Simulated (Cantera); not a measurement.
A perfectly stirred reactor is fed with H2 : O2 = 0.042 : 1 (molar parts), equivalence ratio 0.021, at 4.43 Torr; it is held at 1125 K, and followed from long to short residence time.

Detailed kinetics in Cantera: the H2/O2 subset of GRI-Mech 3.0, which has no nitrogen chemistry. Radical loss at walls, strong at low pressure, is not modelled. The temperature is held fixed by assumption; the heat of reaction is taken as removed at once.

### Question
What does this change do: pressure from 4.43 Torr to 20.0 Torr?

### Answer
```tsv
quantity	before	after
x(H2) at τ = 7.10 s	9.15e-5	4.37e-5
x(O2) at τ = 7.10 s	0.957	0.958
x(H) at τ = 7.10 s	0.000129	6.60e-6
x(O) at τ = 7.10 s	0.00195	0.000270
x(H2O) at τ = 7.10 s	0.0406	0.0410
x(H2) at τ = 0.110 s	0.000995	0.000496
x(O2) at τ = 0.110 s	0.940	0.955
x(H) at τ = 0.110 s	0.00369	0.000381
x(O) at τ = 0.110 s	0.0165	0.00370
x(H2O) at τ = 0.110 s	0.0368	0.0399
```
